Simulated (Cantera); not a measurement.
A closed system holds: 1 mol Ti(OiPr)4, 0.14 mol H2O, 7.3 mol H2, at 0.133 bar.

Method: chemical equilibrium by Gibbs-energy minimisation in Cantera with the NASA 1993 tables (ideal gas, pure condensed phases). Candidate condensed phases: C, C6H6, C7H8, C8H18, H2O, Ti, TiC, TiO, TiO2, Ti2O3, Ti3O5, Ti4O7; 113 gas species. The feed counts by its element totals alone. Mutual solubility and eutectic melting of coexisting phases are not modelled. TiC: taken at fixed stoichiometry. Condensed phases not in the tables: Magnéli phases beyond Ti4O7. Kinetics and transport are ignored.

x: gas mole fraction; n: condensed amount in mol.

| T (K) | x H2 | x CO | x H | x CH4 | x H2O | x C2H2 (acetylene) | x CO2 | n C(graphite) | n TiO2(rutile) | n Ti4O7(s) | n TiC(s) | n Ti3O5(s) |
|---|---|---|---|---|---|---|---|---|---|---|---|---|
| 1025 | 0.901 | 0.0882 | 1.13e-8 | 0.00795 | 0.00281 | 1.99e-9 | 0.000357 | 9.75 | 1.00 | 0 | 0 | 0 |
| 1125 | 0.906 | 0.0903 | 1.16e-7 | 0.00316 | 0.000701 | 2.08e-8 | 6.35e-5 | 9.80 | 1.00 | 0 | 0 | 0 |
| 1225 | 0.898 | 0.100 | 8.09e-7 | 0.00141 | 0.000236 | 1.46e-7 | 1.79e-5 | 9.58 | 0 | 0.250 | 0 | 0 |
| 1325 | 0.874 | [?] | [?] | [?] | [?] | [?] | [?] | [?] | 0 | 0 | [?] | [?] |
| 1425 | 0.838 | 0.162 | 1.71e-5 | 0.000353 | 5.49e-5 | 2.95e-6 | 4.66e-6 | 6.85 | 0 | 0 | 1.00 | 0 |
| 1525 | 0.838 | 0.162 | 5.93e-5 | 0.000214 | 2.60e-5 | 1.01e-5 | 1.87e-6 | 6.85 | 0 | 0 | 1.00 | 0 |
| 1625 | 0.838 | 0.162 | 0.000177 | 0.000138 | 1.35e-5 | 2.98e-5 | 8.40e-7 | 6.86 | 0 | 0 | 1.00 | 0 |
| 1725 | 0.838 | 0.162 | [?] | [?] | [?] | [?] | [?] | 6.85 | 0 | 0 | 1.00 | 0 |
| 1825 | 0.837 | 0.162 | 0.00110 | 6.62e-5 | 4.55e-6 | 0.000180 | 2.25e-7 | 6.85 | 0 | 0 | 1.00 | 0 |
| 1925 | 0.836 | 0.162 | 0.00239 | 4.86e-5 | 2.88e-6 | 0.000383 | 1.29e-7 | 6.84 | 0 | 0 | 1.00 | 0 |
| 2025 | 0.833 | 0.161 | 0.00481 | 3.68e-5 | 1.90e-6 | 0.000754 | 7.90e-8 | 6.82 | 0 | 0 | 1.00 | 0 |
| 2125 | 0.828 | 0.161 | 0.00905 | 2.85e-5 | 1.31e-6 | 0.00139 | 5.06e-8 | 6.79 | 0 | 0 | 1.000 | 0 |

**Question.** Complete the blanks.

**Answer.** 
- 1325, x CO: 0.125
- 1325, x H: 4.19e-6
- 1325, x CH4: 0.000684
- 1325, x H2O: 0.000105
- 1325, x C2H2 (acetylene): 7.44e-7
- 1325, x CO2: 8.03e-6
- 1325, n C(graphite): 8.57
- 1325, n TiC(s): 0.352
- 1325, n Ti3O5(s): 0.216
- 1725, x H: 0.000465
- 1725, x CH4: 9.34e-5
- 1725, x H2O: 7.60e-6
- 1725, x C2H2 (acetylene): 7.72e-5
- 1725, x CO2: 4.17e-7
